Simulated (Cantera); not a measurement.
An isothermal, constant-pressure homogeneous reactor starts with 39.7 % CH4, 37.3 % H2O, 23.0 % H2, at 2150 K and 9.10 bar.

Computed with Cantera and GRI-Mech 3.0 (53 species, 325 reactions).

One state of this run: x CH4 = 0.00298; x H2O = 5.25e-5; x H2 = 0.779; x CO = 0.211; x O2 = <1e-12. x: mole fraction; the columns are a selection and need not sum to one.

### Question
Which value of t (s) does it belong to?
A) 6.00
B) 4.00e-6
C) 0.000458
D) 9.43e-5

### Answer
A, 6.00
